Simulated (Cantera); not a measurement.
Ignition delay

Mixture: CH4 : O2 : N2 = 1 : 3.08 : 16.3 (molar parts), at 12800 Torr, adiabatic and at constant pressure. Ignition delay is the time to a rise of 400 K.

Computed with Cantera and GRI-Mech 3.0 (53 species, 325 reactions). The pressure lies above the range GRI-Mech 3.0 was tuned for (to about 10 atm).

| T0 (K) | delay (ms) |
|---|---|
| 1125 | 7.89 |
| 1225 | 2.23 |
| 1325 | 0.740 |
| 1425 | 0.273 |
| 1525 | 0.109 |
| 1625 | 0.0470 |
| 1725 | 0.0218 |
| 1825 | 0.0109 |

```
Item                                                     Value
--------------------------------------------------  ----------
apparent activation energy between 1625 and 1825 K  180 kJ/mol
```
